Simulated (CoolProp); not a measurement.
Properties of toluene along the isotherm 443.5 K (Tc = 591.7 K, pc = 4126 kPa, ω = 0.266).

Computed with CoolProp (reference Helmholtz-energy equation of state, Lemmon 2006). It is a short technical equation, of lower accuracy than the large ones.

```json
[
 {"p (kPa)": "1470", "phase": "liquid", "cp (kJ/(kg K))": "2.236", "speed of sound (m/s)": "746.2", "conductivity (mW/(m K))": "94.1", "Prandtl number": "4.00", "fugacity coefficient": "0.2712"},
 {"p (kPa)": "2950", "phase": "liquid", "cp (kJ/(kg K))": "2.226", "speed of sound (m/s)": "762.5", "conductivity (mW/(m K))": "95.0", "Prandtl number": "4.02", "fugacity coefficient": "0.1423"},
 {"p (kPa)": "4420", "phase": "liquid", "cp (kJ/(kg K))": "2.217", "speed of sound (m/s)": "778.1", "conductivity (mW/(m K))": "95.9", "Prandtl number": "4.03", "fugacity coefficient": "0.09995"},
 {"p (kPa)": "5890", "phase": "liquid", "cp (kJ/(kg K))": "2.209", "speed of sound (m/s)": "793.0", "conductivity (mW/(m K))": "96.8", "Prandtl number": "4.05", "fugacity coefficient": "0.07890"},
 {"p (kPa)": "7370", "phase": "liquid", "cp (kJ/(kg K))": "2.202", "speed of sound (m/s)": "807.5", "conductivity (mW/(m K))": "97.6", "Prandtl number": "4.07", "fugacity coefficient": "0.06635"},
 {"p (kPa)": "8840", "phase": "liquid", "cp (kJ/(kg K))": "2.196", "speed of sound (m/s)": "821.4", "conductivity (mW/(m K))": "98.5", "Prandtl number": "4.08", "fugacity coefficient": "0.05817"},
 {"p (kPa)": "10300", "phase": "liquid", "cp (kJ/(kg K))": "2.190", "speed of sound (m/s)": "834.7", "conductivity (mW/(m K))": "99.3", "Prandtl number": "4.10", "fugacity coefficient": "0.05247"},
 {"p (kPa)": "11800", "phase": "liquid", "cp (kJ/(kg K))": "2.184", "speed of sound (m/s)": "848.0", "conductivity (mW/(m K))": "100", "Prandtl number": "4.12", "fugacity coefficient": "0.04820"},
 {"p (kPa)": "13300", "phase": "liquid", "cp (kJ/(kg K))": "2.179", "speed of sound (m/s)": "860.8", "conductivity (mW/(m K))": "101", "Prandtl number": "4.14", "fugacity coefficient": "0.04499"},
 {"p (kPa)": "14700", "phase": "liquid", "cp (kJ/(kg K))": "2.174", "speed of sound (m/s)": "872.5", "conductivity (mW/(m K))": "102", "Prandtl number": "4.16", "fugacity coefficient": "0.04267"},
 {"p (kPa)": "16200", "phase": "liquid", "cp (kJ/(kg K))": "2.169", "speed of sound (m/s)": "884.6", "conductivity (mW/(m K))": "102", "Prandtl number": "4.17", "fugacity coefficient": "0.04072"},
 {"p (kPa)": "17700", "phase": "liquid", "cp (kJ/(kg K))": "2.165", "speed of sound (m/s)": "896.5", "conductivity (mW/(m K))": "103", "Prandtl number": "4.19", "fugacity coefficient": "0.03920"},
 {"p (kPa)": "19200", "phase": "liquid", "cp (kJ/(kg K))": "2.161", "speed of sound (m/s)": "908.0", "conductivity (mW/(m K))": "104", "Prandtl number": "4.21", "fugacity coefficient": "0.03799"},
 {"p (kPa)": "20600", "phase": "liquid", "cp (kJ/(kg K))": "2.158", "speed of sound (m/s)": "918.5", "conductivity (mW/(m K))": "105", "Prandtl number": "4.23", "fugacity coefficient": "0.03710"}
]
```

Viscosity comes from a separate model (Avgeri 2015). Thermal conductivity comes from a separate model (Assael 2012).
